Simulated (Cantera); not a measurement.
An adiabatic, constant-volume homogeneous reactor starts with CH3OH : O2 : N2 : H2O = 1 : 0.682 : 2.56 : 0.58 (molar parts), at 1275 K and 0.540 bar.

Computed with Cantera and GRI-Mech 3.0 (53 species, 325 reactions). GRI-Mech 3.0 was tuned for natural gas; its chemistry of methanol as a main component is partial and can be far from experiment.

Q: Predict: time of steepest temperature rise; temperature at 0.400 s; equilibrium temperature; x(O2) at 0.400 s; x(H2O) at 0.400 s; x(H2) at 0.400 s; x(OH) at 0.400 s; x(H2O2) at 0.400 s.

A: 
| Property | Result |
|---|---|
| time of steepest temperature rise | 3.20 ms |
| temperature at 0.400 s | 2489 K |
| equilibrium temperature | 2489 K |
| x(O2) at 0.400 s | 9.00e-5 (gas-phase equilibrium 9.00e-5) |
| x(H2O) at 0.400 s | 0.272 (gas-phase equilibrium 0.272) |
| x(H2) at 0.400 s | 0.140 (gas-phase equilibrium 0.140) |
| x(OH) at 0.400 s | 0.00309 (gas-phase equilibrium 0.00309) |
| x(H2O2) at 0.400 s | 2.07e-8 (gas-phase equilibrium 2.07e-8) |
